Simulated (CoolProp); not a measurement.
Hydrogen chloride along the isotherm 396.85 °C: Z from the reference equation and from simpler models built on Tc = 51.5 °C, pc = 8.314 MPa, ω = 0.130; each cubic takes its own stable root.

Values from CoolProp's reference Helmholtz-energy equation of state, Thol 2018.

```
p (MPa)          phase  reference
-------  -------------  ---------
1.3                gas     0.9957
2.6                gas     0.9916
3.9                gas     0.9878
5.2                gas     0.9843
6.49               gas     0.9810
7.79               gas     0.9779
9.09     supercritical     0.9751
10.4     supercritical     0.9726
11.7     supercritical     0.9703
13       supercritical     0.9682
14.3     supercritical     0.9664
15.6     supercritical     0.9649
16.9     supercritical     0.9635
18.2     supercritical     0.9624
19.5     supercritical     0.9615
20.8     supercritical     0.9608
```

### Question
How far does each simpler model (Pitzer virial, Redlich-Kwong) lie from the reference over these 16 states: mean and median of the absolute difference, and the worst?

### Answer
- Pitzer virial: mean 0.5 %, median 0.6 %, worst +0.8 % at 396.85 °C and 10.4 MPa
- Redlich-Kwong: mean 0.1 %, median 0.1 %, worst -0.2 % at 396.85 °C and 20.8 MPa
